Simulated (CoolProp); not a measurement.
Vapour-liquid equilibrium of propane (1) + R245fa (2) at 6.65 °C; x and y are mole fractions of (1).

Model: multi-fluid Helmholtz-energy mixture model, Lemmon 2009 and Akasaka 2015; pair parameters Bell 2016, in CoolProp.

```tsv
x	bubble pressure, mixture model (bar)	bubble pressure, Raoult's law (bar)	y, mixture model	y, Raoult's law
0.05	(withheld)	0.9685	0.613	0.299
0.15	3.399	1.475	0.798	0.588
0.25	4.270	1.982	0.845	0.729
0.35	4.703	2.489	0.863	0.813
0.45	4.912	2.996	0.872	0.869
0.55	5.037	3.503	(withheld)	0.908
0.65	(withheld)	4.009	(withheld)	0.938
0.75	(withheld)	4.516	0.899	0.960
0.85	5.498	5.023	(withheld)	0.979
0.95	5.700	5.530	0.966	0.994
```

Q: Complete the blanks.

A: 
- 0.05, bubble pressure, mixture model (bar): 1.832
- 0.55, y, mixture model: 0.879
- 0.65, bubble pressure, mixture model (bar): 5.156
- 0.65, y, mixture model: 0.886
- 0.75, bubble pressure, mixture model (bar): 5.307
- 0.85, y, mixture model: 0.923

The largest gap from Raoult's law is +130.4 % in bubble pressure, at x = 0.15. No azeotrope shows between x = 0.05 and 0.95.

The pair parameters rest on a limited set of measurements; away from them the model extrapolates. With so large a gap from Raoult's law the liquid may split in two, which this calculation doesn't test in full.
